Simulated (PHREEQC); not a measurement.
Make-up at 40 °C: 0.16 mol/kgw NaNO3 and 0.0094 mol/kgw Na2SO4. Closed to the air; pH follows from the charge balance.

Equilibrium calculation in PHREEQC: ion-association model, phreeqc.dat.

**Question.** The ionic strength comes out as 0.184 mol/kgw. What activity coefficients do NaSO4-, Na+, NO3-, SO4-2 get?

**Answer.** NaSO4- 0.75, Na+ 0.75, NO3- 0.70, SO4-2 0.29.

No solid was allowed to form. Species that the database lacks are ignored. At this temperature some constants are extrapolated from 25 °C, and those without enthalpy data are left unchanged.
